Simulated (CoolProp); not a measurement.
A simple Rankine cycle with R236EA: condensing at 324.15 K, boiler at 1.95 MPa, turbine inlet 398.3 K, turbine efficiency 0.7, pump efficiency 0.8, no recuperator. Each further row changes one setting.

The numbers come from the reference Helmholtz-energy equation of state, Rui 2013 in CoolProp.

```
case                             thermal efficiency (%)  net work (kJ/kg)  heat in (kJ/kg)  turbine exit temperature (K)  volume ratio over the turbine
-------------------------------  ----------------------  ----------------  ---------------  ----------------------------  -----------------------------
as stated                                           8.1              15.7              194                         362.5                           4.84
condensing temperature 316.15 K                     9.1              18.5              204                         358.1                           6.15
boiler pressure 1.36 MPa                            6.3              12.9              204                         374.7                           3.09
turbine efficiency 0.6                              6.8              13.2              194                         364.9                           4.88
```
